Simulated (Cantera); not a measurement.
A perfectly stirred reactor is fed with N2O : H2O = 1 : 0.064 (molar parts), at 0.0345 atm; it is held at 1623 K, and followed from long to short residence time.

Model: GRI-Mech 3.0 (53 species, 325 reactions), integrated in Cantera. GRI-Mech 3.0 was tuned for natural gas; its chemistry of N2O as a main component is partial and can be far from experiment. Radical loss at walls, strong at low pressure, is not modelled. The temperature is held fixed by assumption; the heat of reaction is taken as removed at once.

x: mole fraction; the columns are a selection and need not sum to one.

| τ (s) | x N2O | x H2O | x H | x NO2 | x NO |
|---|---|---|---|---|---|
| 17 | 0.00459 | 0.0407 | 2.58e-6 | (withheld) | 0.110 |
| 5.1 | 0.0140 | 0.0409 | 3.30e-6 | (withheld) | 0.122 |
| 1.5 | 0.0440 | 0.0415 | 3.50e-6 | (withheld) | 0.125 |
| 0.45 | 0.130 | 0.0432 | 3.11e-6 | (withheld) | 0.121 |
| 0.13 | 0.330 | 0.0473 | 2.37e-6 | (withheld) | 0.0970 |
| 0.039 | 0.600 | 0.0528 | 1.83e-6 | (withheld) | 0.0565 |
| 0.012 | 0.798 | 0.0569 | 1.57e-6 | (withheld) | 0.0239 |
| 0.0034 | 0.895 | 0.0589 | 1.37e-6 | (withheld) | 0.00770 |

### Question
What belongs in the gaps?

### Answer

- 17, x NO2: 5.58e-5
- 5.1, x NO2: 6.62e-5
- 1.5, x NO2: 0.000102
- 0.45, x NO2: 0.000211
- 0.13, x NO2: 0.000459
- 0.039, x NO2: 0.000672
- 0.012, x NO2: 0.000532
- 0.0034, x NO2: 0.000200
